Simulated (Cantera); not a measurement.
An adiabatic, constant-volume homogeneous reactor starts with CO : H2 : CH4 : O2 : N2 = 1 : 0.057 : 0.77 : 3.57 : 13.4 (molar parts), at 1348 K and 21000 Pa. Integrator tolerance rtol = 1e-08.

Computed with Cantera and GRI-Mech 3.0 (53 species, 325 reactions).

**Question.** What does this change do: constant pressure in place of constant volume?

**Answer.** 
| quantity | before | after |
|---|---|---|
| time of steepest temperature rise | 7.12 ms | 7.30 ms |
| temperature at 0.600 s | 2539 K | 2393 K |
| equilibrium temperature | 2539 K | 2393 K |
| x(CO) at 0.600 s | 0.0196 (gas-phase equilibrium 0.0196) | 0.0132 (gas-phase equilibrium 0.0132) |
| x(H2) at 0.600 s | 0.00306 (gas-phase equilibrium 0.00306) | 0.00212 (gas-phase equilibrium 0.00212) |
| x(CH4) at 0.600 s | <1e-12 (gas-phase equilibrium <1e-12) | <1e-12 (gas-phase equilibrium <1e-12) |
| x(OH) at 0.600 s | 0.0139 (gas-phase equilibrium 0.0139) | 0.0104 (gas-phase equilibrium 0.0104) |
| x(HO2) at 0.600 s | 5.12e-6 (gas-phase equilibrium 5.12e-6) | 3.05e-6 (gas-phase equilibrium 3.05e-6) |

**Question.** What does this change do: initial temperature 1348 to 1550 K?

**Answer.** 
| quantity | before | after |
|---|---|---|
| time of steepest temperature rise | 7.12 ms | 1.58 ms |
| temperature at 0.600 s | 2539 K | 2602 K |
| equilibrium temperature | 2539 K | 2602 K |
| x(CO) at 0.600 s | 0.0196 (gas-phase equilibrium 0.0196) | 0.0257 (gas-phase equilibrium 0.0257) |
| x(H2) at 0.600 s | 0.00306 (gas-phase equilibrium 0.00306) | 0.00408 (gas-phase equilibrium 0.00408) |
| x(CH4) at 0.600 s | <1e-12 (gas-phase equilibrium <1e-12) | <1e-12 (gas-phase equilibrium <1e-12) |
| x(OH) at 0.600 s | 0.0139 (gas-phase equilibrium 0.0139) | 0.0168 (gas-phase equilibrium 0.0168) |
| x(HO2) at 0.600 s | 5.12e-6 (gas-phase equilibrium 5.12e-6) | 5.68e-6 (gas-phase equilibrium 5.68e-6) |
